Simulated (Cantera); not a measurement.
Input: 1 mol BN, 5.7 mol H2O, 3.8 mol H2, equilibrated at 1.00 bar.

Method: chemical equilibrium by Gibbs-energy minimisation in Cantera with the NASA 1993 tables (ideal gas, pure condensed phases). Candidate condensed phases: B, BN, B2O3, B3O3H3, H2O; 39 gas species. Gases not in the tables: H3BO3. The numbers say what is thermodynamically allowed, not how fast it happens.

Task: At 1223 K, list the 6 most abundant gas species with their mole fractions, and the condensed phases.

Result: H2 0.531, H2O 0.416, N2 0.0500, (HBO2)3 0.00288, HBO2 0.000739, NH3 1.49e-5. Condensed: B2O3(l).
